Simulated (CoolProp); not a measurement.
A simple Rankine cycle with water: condensing at 305.15 K, boiler at 18.7 MPa, turbine inlet 638.1 K, turbine efficiency 0.6, pump efficiency 0.8, no recuperator. Each further row changes one setting.

The numbers come from the reference Helmholtz-energy equation of state, Wagner 2002 in CoolProp.

```
case                             thermal efficiency (%)  net work (kJ/kg)  heat in (kJ/kg)  turbine exit temperature (K)  volume ratio over the turbine
-------------------------------  ----------------------  ----------------  ---------------  ----------------------------  -----------------------------
as stated                                          23.7               574             2420                         305.1                           2840
turbine inlet 658.1 K                              24.3               635             2610                         305.1                           2390
condensing temperature 297.15 K                    24.4               597             2450                         297.1                           4410
boiler pressure 13.1 MPa                           24.1               657             2730                         305.1                           1550
turbine efficiency 0.5                             19.6               474             2420                         305.1                           3000
```

The expansion ends wet for: as stated; turbine inlet 658.1 K; condensing temperature 297.15 K; boiler pressure 13.1 MPa; turbine efficiency 0.5.
